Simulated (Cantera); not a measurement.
Mixture: CH₄ : O₂ : N₂ : H₂O = 1 : 2.7 : 15.9 : 0.42 (molar parts), equivalence ratio 0.74, at 10.0 bar, adiabatic and at constant volume. Ignition delay is the time to a rise of 400 K.

Cantera simulation using GRI-Mech 3.0 (53 species, 325 reactions); the numbers are that mechanism's predictions, not measurements.

Question: What does this change do: N2 15.9 to 33 parts?

Answer: 
```json
[
 {"quantity": "delay at 1175 K", "before": "8.16 ms", "after": "16.8 ms"},
 {"quantity": "delay at 1225 K", "before": "4.45 ms", "after": "9.32 ms"},
 {"quantity": "delay at 1275 K", "before": "2.50 ms", "after": "5.31 ms"},
 {"quantity": "delay at 1325 K", "before": "1.45 ms", "after": "3.09 ms"},
 {"quantity": "delay at 1375 K", "before": "0.853 ms", "after": "1.82 ms"},
 {"quantity": "delay at 1425 K", "before": "0.513 ms", "after": "1.09 ms"},
 {"quantity": "apparent activation energy between 1325 and 1425 K", "before": "160 kJ/mol", "after": "160 kJ/mol"}
]
```

Question: What does this change do: pressure from 10.0 bar to 0.840 bar?

Answer: 
```tsv
quantity	before	after
delay at 1175 K	8.16 ms	0.102 s
delay at 1225 K	4.45 ms	49.6 ms
delay at 1275 K	2.50 ms	24.9 ms
delay at 1325 K	1.45 ms	13.0 ms
delay at 1375 K	0.853 ms	6.97 ms
delay at 1425 K	0.513 ms	3.88 ms
apparent activation energy between 1325 and 1425 K	160 kJ/mol	190 kJ/mol
```

Question: What does this change do: 0.025 parts C2H6 added?

Answer: 
```json
[
 {"quantity": "delay at 1175 K", "before": "8.16 ms", "after": "4.63 ms"},
 {"quantity": "delay at 1225 K", "before": "4.45 ms", "after": "2.63 ms"},
 {"quantity": "delay at 1275 K", "before": "2.50 ms", "after": "1.53 ms"},
 {"quantity": "delay at 1325 K", "before": "1.45 ms", "after": "0.907 ms"},
 {"quantity": "delay at 1375 K", "before": "0.853 ms", "after": "0.544 ms"},
 {"quantity": "delay at 1425 K", "before": "0.513 ms", "after": "0.329 ms"},
 {"quantity": "apparent activation energy between 1325 and 1425 K", "before": "160 kJ/mol", "after": "160 kJ/mol"}
]
```
